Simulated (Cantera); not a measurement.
A freely propagating, adiabatic, planar premixed flame of H₂ : O₂ : N₂ : H₂O = 1 : 0.294 : 0.882 : 0.073 (molar parts), equivalence ratio 1.7, unburnt at 450 K and 5.00 bar; mixture-averaged transport, grid criteria slope 0.08 and curve 0.16, no radiation.

Model: the H2/O2 subset of GRI-Mech 3.0, which has no nitrogen chemistry, integrated in Cantera. The hydrogen kinetics of GRI-Mech 3.0 are dated; newer H2 mechanisms differ, most at raised pressure. Burning velocities carry a grid error of a few per cent, more on coarse grids.

### Question
What does this change do: H2 1 to 0.79 parts?

### Answer
```tsv
quantity	before	after
laminar burning velocity	643 cm/s	610 cm/s
thermal thickness	0.0463 mm	0.0464 mm
peak x(OH)	0.00842	0.0151
peak x(H₂O₂)	0.000111	0.000128
peak x(HO₂)	0.00132	0.00140
```

### Question
What does this change do: inlet temperature 450 to 475 K?

### Answer
```
quantity                     before      after
------------------------  ---------  ---------
laminar burning velocity   643 cm/s   703 cm/s
thermal thickness         0.0463 mm  0.0474 mm
peak x(OH)                  0.00842    0.00876
peak x(H₂O₂)               0.000111   0.000101
peak x(HO₂)                 0.00132    0.00129
```

### Question
What does this change do: inlet temperature 450 to 675 K?

### Answer
```json
[
 {"quantity": "laminar burning velocity", "before": "643 cm/s", "after": "1300 cm/s"},
 {"quantity": "thermal thickness", "before": "0.0463 mm", "after": "0.0557 mm"},
 {"quantity": "peak x(OH)", "before": "0.00842", "after": "0.0116"},
 {"quantity": "peak x(H₂O₂)", "before": "0.000111", "after": "4.52e-5"},
 {"quantity": "peak x(HO₂)", "before": "0.00132", "after": "0.000996"}
]
```
